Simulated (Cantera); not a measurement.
An isothermal, constant-pressure homogeneous reactor starts with 10.4 % NO, 89.6 % N2, at 1798 K and 360 Torr.

Cantera simulation using GRI-Mech 3.0 (53 species, 325 reactions); the numbers are that mechanism's predictions, not measurements.

x: mole fraction; the columns are a selection and need not sum to one.

```csv
t (s),x NO,x O2,x NO2,x N2,x O,x N2O
2.00e-5,0.104,5.99e-12,6.79e-10,0.896,___,2.36e-8
0.000125,0.104,2.17e-10,2.33e-8,0.896,___,1.46e-7
0.000787,0.104,6.91e-9,4.94e-7,0.896,___,8.42e-7
0.00493,0.104,4.69e-7,5.11e-6,0.896,___,3.28e-6
0.0309,0.104,2.81e-5,1.38e-5,0.896,6.43e-6,4.50e-6
0.194,0.104,0.000246,1.49e-5,0.896,6.94e-6,4.46e-6
1.22,0.101,0.00162,2.00e-5,0.897,___,4.22e-6
7.63,0.0848,0.00963,3.30e-5,0.905,___,2.98e-6
47.8,0.0320,0.0360,2.32e-5,0.932,___,4.89e-7
300,0.00276,0.0507,2.36e-6,0.947,___,9.85e-8
```

Q: What belongs in the gaps?

A: 
- 2.00e-5, x O: 2.31e-8
- 0.000125, x O: 1.28e-7
- 0.000787, x O: 5.24e-7
- 0.00493, x O: 2.69e-6
- 1.22, x O: 9.44e-6
- 7.63, x O: 1.81e-5
- 47.8, x O: 3.31e-5
- 300, x O: 3.90e-5
